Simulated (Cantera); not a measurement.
A closed system holds: 1 mol borazine, 3.1 mol N₂, equilibrated at 2323.15 K.

Cantera equilibrium calculation (NASA polynomials, part measured and part estimated; ideal gas, pure solids and liquids). Candidate condensed phases: B, BN; 15 gas species. The feed counts by its element totals alone. Kinetics and transport are ignored.

Which condensed phases are stable at each of these points (P (Pa)): 10, 32, 100, 320, 1000, 3200, 10000, 32000, 100000?


| P (Pa) | condensed phases | B condensed (%) |
|---|---|---|
| 10 | B(s) | 50.1 |
| 32 | B(s) | 86.7 |
| 100 | B(s) | 95.9 |
| 320 | B(s) | 98.6 |
| 1000 | B(s) | 99.4 |
| 3200 | BN(s) | 99.8 |
| 10000 | BN(s) | 99.9 |
| 32000 | BN(s) | 99.9 |
| 100000 | BN(s) | 100.0 |

From 0.000100 bar to 0.0100 bar the condensed part is B(s). From 0.0320 bar to 1.00 bar the condensed part is BN(s). The share of B in condensed phases is highest at 1.00 bar (100.0 %) and lowest at 0.000100 bar (50.1 %).
